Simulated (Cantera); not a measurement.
A perfectly stirred reactor is fed with CH4 : CO : O2 : N2 = 1 : 0.13 : 2.06 : 7.76 (molar parts), equivalence ratio 1.0, at 7500 Torr; it is adiabatic with a 450 K inlet, and is followed from long to short residence time, starting on the burning branch (τ in s: 0.24, 0.084, 0.029, 0.01, 0.0036, 0.0012, 0.00043, 0.00015, 5.2e-05, 1.8e-05).

Detailed kinetics in Cantera: GRI-Mech 3.0 (53 species, 325 reactions).

Q: What does this change do: 0.3 parts H2 added?

A: 
```
quantity                                                                      before                                   after
------------------------------------------------  ----------------------------------  --------------------------------------
blow-out, bracketed by the residence times tried  burning at 52.0 µs, out at 18.0 µs  burning at 18.0 µs, the shortest tried
x(CH4) at τ = 0.240 s                                                        2.94e-7                                 6.02e-7
x(CO) at τ = 0.240 s                                                         0.00855                                  0.0211
x(O2) at τ = 0.240 s                                                         0.00356                                0.000460
x(NO) at τ = 0.240 s                                                         0.00204                                0.000751
x(HO2) at τ = 0.240 s                                                        1.09e-6                                 2.52e-7
x(CH4) at τ = 1.20 ms                                                        3.41e-5                                 4.14e-5
x(CO) at τ = 1.20 ms                                                          0.0126                                  0.0236
x(O2) at τ = 1.20 ms                                                         0.00690                                 0.00236
x(NO) at τ = 1.20 ms                                                        0.000483                                0.000471
x(HO2) at τ = 1.20 ms                                                        3.01e-6                                 1.72e-6
```
